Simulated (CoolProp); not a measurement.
Vapour-liquid equilibrium of toluene (1) + m-xylene (2) at 373.9 K; x and y are mole fractions of (1).

Model: multi-fluid Helmholtz-energy mixture model, Lemmon 2006 and Zhou 2012; pair parameters Bell 2016, in CoolProp.

Question: Give the bubble pressure and the first vapour's composition at x = 0.35, 0.5, 0.8. Is there an azeotrope?

Answer: x = 0.35: 0.04894 MPa, y = 0.571; x = 0.5: 0.05584 MPa, y = 0.706; x = 0.8: 0.06829 MPa, y = 0.896. No azeotrope shows between x = 0.05 and 0.95.

Pair parameters are fitted to limited data, so mixtures are less certain than the pure fluids.
